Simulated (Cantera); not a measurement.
An adiabatic, constant-pressure homogeneous reactor starts with 12.0 % CO, 12.0 % H2, 8.00 % O2, 68.0 % N2, equivalence ratio 1.5, at 950 K and 0.770 bar.

Cantera simulation using GRI-Mech 3.0 (53 species, 325 reactions); the numbers are that mechanism's predictions, not measurements.

x: mole fraction; the columns are a selection and need not sum to one.

```json
[
 {"t (s)": "2.00e-6", "T (K)": "950", "x CO": "0.120", "x H2": "0.120", "x O2": "0.0800", "x NO": "<1e-12", "x H": "3.57e-12", "x NO2": "<1e-12", "x HO2": "2.68e-12"},
 {"t (s)": "4.11e-6", "T (K)": "950", "x CO": "0.120", "x H2": "0.120", "x O2": "0.0800", "x NO": "<1e-12", "x H": "9.51e-12", "x NO2": "<1e-12", "x HO2": "5.95e-12"},
 {"t (s)": "8.46e-6", "T (K)": "950", "x CO": "0.120", "x H2": "0.120", "x O2": "0.0800", "x NO": "<1e-12", "x H": "2.60e-11", "x NO2": "<1e-12", "x HO2": "1.47e-11"},
 {"t (s)": "1.74e-5", "T (K)": "950", "x CO": "0.120", "x H2": "0.120", "x O2": "0.0800", "x NO": "<1e-12", "x H": "6.72e-11", "x NO2": "<1e-12", "x HO2": "4.39e-11"},
 {"t (s)": "3.58e-5", "T (K)": "950", "x CO": "0.120", "x H2": "0.120", "x O2": "0.0800", "x NO": "<1e-12", "x H": "1.62e-10", "x NO2": "<1e-12", "x HO2": "1.57e-10"},
 {"t (s)": "7.37e-5", "T (K)": "950", "x CO": "0.120", "x H2": "0.120", "x O2": "0.0800", "x NO": "<1e-12", "x H": "3.93e-10", "x NO2": "<1e-12", "x HO2": "6.45e-10"},
 {"t (s)": "0.000152", "T (K)": "950", "x CO": "0.120", "x H2": "0.120", "x O2": "0.0800", "x NO": "<1e-12", "x H": "1.08e-9", "x NO2": "<1e-12", "x HO2": "3.05e-9"},
 {"t (s)": "0.000312", "T (K)": "950", "x CO": "0.120", "x H2": "0.120", "x O2": "0.0800", "x NO": "<1e-12", "x H": "[?]", "x NO2": "<1e-12", "x HO2": "[?]"},
 {"t (s)": "0.000641", "T (K)": "950", "x CO": "0.120", "x H2": "0.120", "x O2": "0.0800", "x NO": "<1e-12", "x H": "5.81e-8", "x NO2": "<1e-12", "x HO2": "2.97e-7"},
 {"t (s)": "0.00132", "T (K)": "951", "x CO": "0.120", "x H2": "0.120", "x O2": "0.0799", "x NO": "1.36e-12", "x H": "3.45e-5", "x NO2": "<1e-12", "x HO2": "4.12e-5"},
 {"t (s)": "0.00271", "T (K)": "2066", "x CO": "0.0660", "x H2": "0.0221", "x O2": "0.00136", "x NO": "5.47e-5", "x H": "0.00632", "x NO2": "1.23e-9", "x HO2": "3.37e-7"},
 {"t (s)": "0.00558", "T (K)": "2129", "x CO": "0.0654", "x H2": "0.0214", "x O2": "0.000193", "x NO": "6.54e-5", "x H": "0.00208", "x NO2": "1.06e-9", "x HO2": "5.04e-8"},
 {"t (s)": "0.0115", "T (K)": "2143", "x CO": "0.0654", "x H2": "0.0214", "x O2": "4.57e-5", "x NO": "6.92e-5", "x H": "0.000997", "x NO2": "9.29e-10", "x HO2": "1.10e-8"},
 {"t (s)": "0.0236", "T (K)": "2146", "x CO": "0.0654", "x H2": "0.0214", "x O2": "[?]", "x NO": "7.13e-5", "x H": "0.000722", "x NO2": "8.87e-10", "x HO2": "[?]"},
 {"t (s)": "0.0486", "T (K)": "2146", "x CO": "0.0654", "x H2": "0.0214", "x O2": "2.20e-5", "x NO": "7.40e-5", "x H": "0.000693", "x NO2": "9.12e-10", "x HO2": "4.96e-9"},
 {"t (s)": "0.100", "T (K)": "2146", "x CO": "0.0654", "x H2": "0.0214", "x O2": "2.20e-5", "x NO": "7.91e-5", "x H": "0.000692", "x NO2": "9.73e-10", "x HO2": "4.95e-9"}
]
```

### Question
What belongs in the gaps?

### Answer

- 0.000312, x H: 4.52e-9
- 0.000312, x HO2: 1.94e-8
- 0.0236, x O2: 2.39e-5
- 0.0236, x HO2: 5.42e-9
